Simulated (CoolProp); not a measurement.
CH2F2 (R32) at several states: Z from the reference equation and from simpler models built on Tc = 78.1 °C, pc = 5783 kPa, ω = 0.277; each cubic takes its own stable root.

Computed with CoolProp (reference Helmholtz-energy equation of state, Tillner-Roth 1997).

| T (°C) | p (kPa) | phase | reference |
|---|---|---|---|
| 157.55 | 2360 | gas | 0.9233 |
| -99.35 | 110 | liquid | 0.002961 |
| -2.95 | 33900 | liquid | 0.6825 |

Q: How far does each simpler model (Redlich-Kwong, Soave-Redlich-Kwong) lie from the reference over these 3 states: mean and median of the absolute difference, and the worst?

A: 
- Redlich-Kwong: mean 20.6 %, median 28.8 %, worst +32.9 % at -99.35 °C and 110 kPa
- Soave-Redlich-Kwong: mean 19.0 %, median 26.1 %, worst +30.0 % at -99.35 °C and 110 kPa
